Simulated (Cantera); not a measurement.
An isothermal, constant-pressure homogeneous reactor starts with NH₃ : N₂ = 1 : 0.11 (molar parts), at 2275 K and 0.0133 bar.

Detailed kinetics in Cantera: the gas-phase N/H chemistry of the illustrative SiF4/NH3 mechanism in the Surface Chemkin manual (1991). Walls and surfaces, which speed up NH3 decomposition in real reactors, are not modelled.

One state of this run: x NH₃ = 1.05e-6; x H = 0.0416; x NH = 2.84e-7; x N₂H₄ = <1e-12; x N₂H₂ = <1e-12. x: mole fraction; the columns are a selection and need not sum to one.

Which value of t (s) does it belong to?
(A) 1.25
(B) 2.50
(C) 0.155
(D) 5.00

B, 2.50
